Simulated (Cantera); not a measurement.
A closed system holds: 1 mol C, a varied amount of H2, 0.36 mol N2, 0.11 mol NH3, equilibrated at 2975 K and 250 Pa.

These are equilibrium values from Cantera (NASA tables, ideal gas, pure condensed phases), not measurements of a reactor. Candidate condensed phases: C, C6H6, C7H8, C8H18; 92 gas species. The numbers say what is thermodynamically allowed, not how fast it happens.

Question: At 62 mol H2, list the 6 most abundant gas species with their mole fractions, and the condensed phases.

Answer: H 0.897, H2 0.0941, C 0.00318, N2 0.00294, C3 0.000758, HCN 0.000635. Condensed: gas only.
